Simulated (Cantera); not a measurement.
Thermodynamics of aluminium and copper etching, feed Al + Cl2 + N2

Charge: 1 mol Al, 1.8 mol Cl2, 0.69 mol N2, equilibrated at 0.133 bar.

Equilibrium computed with Cantera from the NASA thermochemical tables; the gas is ideal and each condensed phase is pure. Candidate condensed phases: Al, AlCl3, AlN; 11 gas species. The numbers say what is thermodynamically allowed, not how fast it happens.

From 825 K to 1125 K nothing is condensed. The main Al-bearing gas is AlCl3 throughout.

```
T (K)  x AlCl3   x N2  x Cl2  x Al2Cl6      x Cl
-----  -------  -----  -----  --------  --------
825      0.430  0.363  0.158    0.0481   1.79e-5
850      0.454  0.358  0.156    0.0323   3.02e-5
875      0.470  0.354  0.154    0.0216   4.95e-5
900      0.481  0.352  0.153    0.0144   7.92e-5
925      0.488  0.350  0.152   0.00976  0.000124
950      0.492  0.349  0.152   0.00668  0.000189
975      0.495  0.348  0.151   0.00465  0.000282
1000     0.497  0.348  0.151   0.00328  0.000413
1025     0.499  0.347  0.151   0.00236  0.000595
1050     0.500  0.347  0.151   0.00172  0.000842
1075     0.500  0.347  0.150   0.00127   0.00117
1100     0.501  0.347  0.150  0.000953   0.00161
1125     0.501  0.347  0.150  0.000724   0.00217
```
x: gas mole fraction; nothing condenses.
